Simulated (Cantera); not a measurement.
Input (Python, Cantera):

```python
import numpy as np
import cantera as ct

gas = ct.Solution("gri30.yaml")
gas.TPX = 1350, 46000, {'H2': 1, 'O2': 0.333, 'N2': 1.25, 'CO2': 0.0067}
reactor = ct.IdealGasConstPressureReactor(gas, energy="on", clone=False)
net = ct.ReactorNet([reactor])
net.rtol, net.atol = 1e-08, 1e-16
show = ['H2', 'O2', 'HO2', 'NO', 'H']
times = np.geomspace(1e-05, 0.6, 12)

steps = ct.SolutionArray(gas, extra=["t"])
rows = []
print(f"{'t/s':>10s}{'T/K':>9s}{'P/Pa':>11s}" + "".join(f"{s:>11s}" for s in show))
for t in times:
    while net.time < t:
        t_next = net.step()
        steps.append(gas.state, t=t_next)
    rows.append([np.interp(t, steps.t, y) for y in (steps.T, steps.P, *steps(*show).X.T)])
    print(f"{t:10.3e}{rows[-1][0]:9.1f}{rows[-1][1]:11.4g}" + "".join(f"{x:11.3e}" for x in rows[-1][2:]))
rate = np.gradient(steps.T, steps.t)
print("integrator steps:", len(steps.t))
if steps.T.max() > steps.T[0] + 200:
    print(f"time of steepest temperature rise: {steps.t[rate.argmax()]:.4e} s")
gas.TPX = 1350, 46000, {'H2': 1, 'O2': 0.333, 'N2': 1.25, 'CO2': 0.0067}
gas.equilibrate("HP")
print(f"equilibrium (HP): T = {gas.T:.1f} K  " + "  ".join(f"{s} {gas[s].X[0]:.3e}" for s in show))
```

It prints:

```
       t/s      T/K       P/Pa         H2         O2        HO2         NO          H
 1.000e-05   1350.0    4.6e+04  3.861e-01  1.286e-01  2.176e-07  6.797e-17  1.025e-06
 2.719e-05   1350.2    4.6e+04  3.858e-01  1.285e-01  5.317e-06  4.818e-13  1.864e-04
 7.392e-05   1820.2    4.6e+04  1.133e-01  1.265e-02  3.681e-06  1.021e-05  1.349e-01
 2.010e-04   2299.5    4.6e+04  1.307e-01  7.127e-03  1.625e-06  5.478e-05  8.083e-02
 5.464e-04   2626.0    4.6e+04  1.378e-01  3.527e-03  1.258e-06  2.523e-04  4.833e-02
 1.486e-03   2739.3    4.6e+04  1.400e-01  2.328e-03  1.146e-06  9.677e-04  3.732e-02
 4.039e-03   2739.3    4.6e+04  1.410e-01  2.197e-03  1.095e-06  2.216e-03  3.667e-02
 1.098e-02   2737.6    4.6e+04  1.414e-01  2.152e-03  1.074e-06  2.796e-03  3.652e-02
 2.986e-02   2737.6    4.6e+04  1.414e-01  2.151e-03  1.074e-06  2.813e-03  3.651e-02
 8.117e-02   2737.6    4.6e+04  1.414e-01  2.151e-03  1.074e-06  2.813e-03  3.651e-02
 2.207e-01   2737.6    4.6e+04  1.414e-01  2.151e-03  1.074e-06  2.813e-03  3.651e-02
 6.000e-01   2737.6    4.6e+04  1.414e-01  2.151e-03  1.074e-06  2.813e-03  3.651e-02
integrator steps: 1264
time of steepest temperature rise: 5.0483e-05 s
equilibrium (HP): T = 2737.6 K  H2 1.414e-01  O2 2.151e-03  HO2 1.074e-06  NO 2.813e-03  H 3.651e-02
```

Computed with Cantera and GRI-Mech 3.0 (53 species, 325 reactions).
